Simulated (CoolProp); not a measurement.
Vapour-liquid equilibrium of CH2F2 (R32) (1) + R236EA (2) at 33.75 °C; x and y are mole fractions of (1).

The numbers come from the multi-fluid Helmholtz-energy mixture model, Tillner-Roth 1997 and Rui 2013; pair parameters Bell 2016 in CoolProp.

| x | bubble pressure (MPa) | y at the bubble point | dew pressure at overall composition x (MPa) | liquid density (mol/L) |
|---|---|---|---|---|
| 0.05 | 0.3430 | 0.216 | 0.2896 | 9.450 |
| 0.2 | 0.5581 | 0.565 | 0.3372 | 10.29 |
| 0.35 | 0.7958 | [?] | 0.4031 | 11.25 |
| 0.5 | 1.056 | 0.834 | [?] | 12.37 |
| 0.65 | 1.341 | 0.900 | 0.6575 | 13.68 |
| 0.8 | 1.653 | 0.950 | 0.9520 | 15.23 |
| 0.95 | 1.999 | [?] | 1.657 | [?] |

Problem. Complete the blanks.

Solution. 
- 0.35, y at the bubble point: 0.734
- 0.5, dew pressure at overall composition x (MPa): 0.5003
- 0.95, y at the bubble point: 0.989
- 0.95, liquid density (mol/L): 17.06

No azeotrope shows between x = 0.05 and 0.95.

Pair parameters are fitted to limited data, so mixtures are less certain than the pure fluids.
